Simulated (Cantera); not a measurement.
Ammonia decomposition in nitride growth gas

A perfectly stirred reactor is fed with 16.7 % NH3, 83.3 % H2, at 100.0 Torr; it is held at 1625 K, and followed from long to short residence time.

Computed with Cantera and the gas-phase N/H chemistry of the illustrative SiF4/NH3 mechanism in the Surface Chemkin manual (1991). Walls and surfaces, which speed up NH3 decomposition in real reactors, are not modelled.

```csv
τ (s),x NH3,x H2,x H,x NH2,x N
21,0.116,0.862,0.000102,3.31e-5,1.40e-8
3.8,0.153,0.841,9.20e-5,4.06e-5,1.47e-8
0.67,0.164,0.835,8.79e-5,4.18e-5,1.40e-8
0.12,0.166,0.833,7.81e-5,3.77e-5,1.00e-8
0.021,0.167,0.833,3.88e-5,1.88e-5,1.24e-9
0.0038,0.167,0.833,7.84e-6,3.80e-6,1.04e-11
0.00068,0.167,0.833,1.41e-6,6.82e-7,<1e-12
```
x: mole fraction; the columns are a selection and need not sum to one.
